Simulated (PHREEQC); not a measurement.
Dissolve 0.15 mol/kgw CsBr and 0.00078 mol/kgw H2SeO3 at 3.6 °C. It is in equilibrium with CO2 at log p = -2 (atm). Otherwise closed; pH follows from the charge balance.

The numbers come from PHREEQC with the ion-association model, wateq4f.dat.

| Property | Result |
|---|---|
| pH | 3.28 |
| ionic strength | 0.151 mol/kgw |
| total alkalinity | -1.56 meq/kg |

```csv
species,molality,activity,log γ
Br-,0.150,0.115,-0.116
Cs+,0.150,0.115,-0.116
CO2,0.000654,0.000677,0.015
H+,0.000641,0.000522,-0.090
HSeO3-,0.000641,0.000491,-0.116
H2SeO3,0.000139,0.000144,0.015
HCO3-,4.92e-7,3.79e-7,-0.114
```

No solid was allowed to form. At this temperature some constants are extrapolated from 25 °C, and those without enthalpy data are left unchanged.
